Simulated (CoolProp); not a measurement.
n-hexane at 293.15 K and 11.6 MPa is throttled through a valve to 2.9 MPa with no heat exchange. Each further row changes one setting.

Model: reference Helmholtz-energy equation of state, Thol 2019, in CoolProp.

```json
[
 {"case": "as stated", "temperature change (K)": "+3.6", "final density (kg/m³)": "659"},
 {"case": "outlet pressure 0.87 MPa", "temperature change (K)": "___", "final density (kg/m³)": "656"},
 {"case": "outlet pressure 3.77 MPa", "temperature change (K)": "___", "final density (kg/m³)": "___"}
]
```

Q: Some entries are withheld; supply them.

A: 
- outlet pressure 0.87 MPa, temperature change (K): +4.4
- outlet pressure 3.77 MPa, temperature change (K): +3.3
- outlet pressure 3.77 MPa, final density (kg/m³): 660
